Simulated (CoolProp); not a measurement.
n-dodecane along the isotherm 346.85 °C: fugacity coefficient from the reference equation and from simpler models built on Tc = 385.0 °C, pc = 18.18 bar, ω = 0.574; each cubic takes its own stable root.

Values from CoolProp's reference Helmholtz-energy equation of state, Lemmon 2004. It is a short technical equation, of lower accuracy than the large ones.

```tsv
p (bar)	phase	reference
3.25	gas	0.9111
6.49	gas	0.8256
9.74	gas	0.7414
13	liquid	0.6031
16.2	liquid	0.4958
19.5	liquid	0.4222
22.7	liquid	0.3714
26	liquid	0.3322
29.2	liquid	0.3027
32.5	liquid	0.2785
35.7	liquid	0.2594
38.9	liquid	0.2435
42.2	liquid	0.2297
45.4	liquid	0.2183
```

Task: How far does each simpler model (Redlich-Kwong, Soave-Redlich-Kwong) lie from the reference over these 14 states: mean and median of the absolute difference, and the worst?

Result: 
- Redlich-Kwong: mean 19.2 %, median 22.2 %, worst +27.6 % at 346.85 °C and 45.4 bar
- Soave-Redlich-Kwong: mean 8.7 %, median 9.4 %, worst +13.2 % at 346.85 °C and 45.4 bar
